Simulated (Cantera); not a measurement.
Input (Python, Cantera):

```python
import numpy as np
import cantera as ct

gas = ct.Solution("gri30.yaml")
gas.TPX = 1175, 280, {'C3H8': 1, 'H2': 3.1}
reactor = ct.IdealGasConstPressureReactor(gas, energy="off", clone=False)
net = ct.ReactorNet([reactor])
net.rtol, net.atol = 1e-08, 1e-18
show = ['C3H8', 'H2', 'CH4', 'C2H6', 'C2H4', 'C2H', 'C2H2']
times = np.geomspace(3e-06, 200, 13)

steps = ct.SolutionArray(gas, extra=["t"])
rows = []
print(f"{'t/s':>10s}{'T/K':>9s}{'P/Pa':>11s}" + "".join(f"{s:>11s}" for s in show))
for t in times:
    while net.time < t:
        t_next = net.step()
        steps.append(gas.state, t=t_next)
    rows.append([np.interp(t, steps.t, y) for y in (steps.T, steps.P, *steps(*show).X.T)])
    print(f"{t:10.3e}{rows[-1][0]:9.1f}{rows[-1][1]:11.4g}" + "".join(f"{x:11.3e}" for x in rows[-1][2:]))
rate = np.gradient(steps.T, steps.t)
print("integrator steps:", len(steps.t))
if steps.T.max() > steps.T[0] + 200:
    print(f"time of steepest temperature rise: {steps.t[rate.argmax()]:.4e} s")
gas.TPX = 1175, 280, {'C3H8': 1, 'H2': 3.1}
gas.equilibrate("TP")
print(f"equilibrium (TP): T = {gas.T:.1f} K  " + "  ".join(f"{s} {gas[s].X[0]:.3e}" for s in show))
```

Output:

```
       t/s      T/K       P/Pa       C3H8         H2        CH4       C2H6       C2H4        C2H       C2H2
 3.000e-06   1175.0        280  2.439e-01  7.561e-01  2.441e-10  6.767e-11  2.304e-10  1.370e-33  1.044e-19
 1.346e-05   1175.0        280  2.439e-01  7.561e-01  4.896e-09  1.356e-09  4.898e-09  7.132e-30  9.747e-18
 6.041e-05   1175.0        280  2.439e-01  7.561e-01  9.794e-08  2.692e-08  1.422e-07  2.098e-26  1.190e-15
 2.711e-04   1175.0        280  2.439e-01  7.561e-01  2.030e-06  5.103e-07  4.712e-06  4.308e-23  2.924e-13
 1.216e-03   1175.0        280  2.437e-01  7.560e-01  4.875e-05  8.001e-06  1.037e-04  1.452e-19  2.003e-10
 5.459e-03   1175.0        280  2.414e-01  7.547e-01  1.280e-03  7.829e-05  1.774e-03  3.458e-16  1.121e-07
 2.449e-02   1175.0        280  2.127e-01  7.378e-01  2.204e-02  8.555e-04  2.436e-02  2.883e-13  2.983e-05
 1.099e-01   1175.0        280  8.905e-02  6.655e-01  1.166e-01  3.606e-03  1.222e-01  1.968e-11  1.330e-03
 4.932e-01   1175.0        280  3.457e-03  6.176e-01  1.852e-01  1.342e-03  1.811e-01  9.708e-11  1.110e-02
 2.213e+00   1175.0        280  6.964e-05  6.198e-01  1.862e-01  3.059e-04  1.717e-01  3.515e-11  2.181e-02
 9.932e+00   1175.0        280  2.828e-07  6.238e-01  1.844e-01  9.147e-05  1.599e-01  1.508e-11  3.184e-02
 4.457e+01   1175.0        280  2.242e-08  6.316e-01  1.806e-01  4.391e-05  1.356e-01  1.718e-11  5.214e-02
 2.000e+02   1175.0        280  1.054e-08  6.518e-01  1.708e-01  2.507e-05  7.288e-02  3.141e-11  1.045e-01
integrator steps: 1196
equilibrium (TP): T = 1175.0 K  C3H8 4.943e-10  H2 7.455e-01  CH4 5.866e-02  C2H6 3.038e-06  C2H4 7.066e-03  C2H 7.209e-11  C2H2 1.888e-01
```

Computed with Cantera and GRI-Mech 3.0 (53 species, 325 reactions). GRI-Mech 3.0 was tuned for natural gas; its chemistry of propane as a main component is partial and can be far from experiment. GRI-Mech 3.0 stops at C3 and has no aromatics, soot or wall deposition, so with more carbon than oxygen in the feed, carbon stays in small species such as C2H2 where larger ones or solid carbon would form. Radical loss at walls, strong at low pressure, is not modelled.
